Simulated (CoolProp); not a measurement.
Saturation properties of the fluoroketone C6F12O (FK-5-1-12).

Computed with CoolProp (reference Helmholtz-energy equation of state, McLinden 2015).

| T (K) | p (MPa) | enthalpy of vaporisation (kJ/kg) | vapour Z |
|---|---|---|---|
| 242.1 | 0.001856 | 109.8 | 0.9967 |
| 262.7 | 0.006998 | 104.3 | 0.9908 |
| 283.3 | 0.02074 | 98.88 | 0.9793 |
| 303.9 | 0.05118 | 93.24 | 0.9603 |
| 324.5 | 0.1097 | 87.26 | 0.9318 |
| 345.1 | 0.2106 | 80.72 | 0.8921 |
| 365.7 | 0.3709 | 73.34 | 0.8390 |
| 386.4 | 0.6119 | 64.59 | 0.7689 |

It boils at 322.2 K under 1 atm.
